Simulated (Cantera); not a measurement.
A closed system holds: 1 mol CH₃F, 0.59 mol F₂, equilibrated at 1798 K and 26000 Pa.

Cantera equilibrium calculation (NASA polynomials, part measured and part estimated; ideal gas, pure solids and liquids). Candidate condensed phases: C, C₆H₆, C₇H₈, C₈H₁₈; 95 gas species. Kinetics and transport are ignored.

Base state: HF 0.842, H₂ 0.158, H 0.000275, C₂H₂ (acetylene) 2.73e-5 (mole fractions); condensed: C(graphite).

What changes in the equilibrium state with this change: F₂ from 0.59 to 0.39 mol?


```json
[
 {"species": "HF", "before": "0.842", "after": "0.745"},
 {"species": "H₂", "before": "0.158", "after": "0.255"},
 {"species": "H", "before": "0.000275", "after": "0.000349"},
 {"species": "CH₄", "before": "5.03e-6", "after": "1.31e-5"},
 {"species": "C₂H₂ (acetylene)", "before": "2.73e-5", "after": "4.40e-5"},
 {"species": "C(graphite), mol", "before": "1.000", "after": "1.000"}
]
```

What changes in the equilibrium state with this change: CH₃F replaced by C₂F₆?


| species | before | after |
|---|---|---|
| CF₄ | <1e-9 | 0.995 |
| CF₂ | 1.48e-9 | 0.00337 |
| CF₃ | <1e-9 | 0.000885 |
| HF | 0.842 | 0 |
| H₂ | 0.158 | 0 |
| H | 0.000275 | 0 |
| C₂H₂ (acetylene) | 2.73e-5 | 0 |
| C(graphite), mol | 1.000 | 0.202 |
The feed counts by its element totals alone. Gases not in the tables: C₂F₆ and larger saturated fluorocarbons.
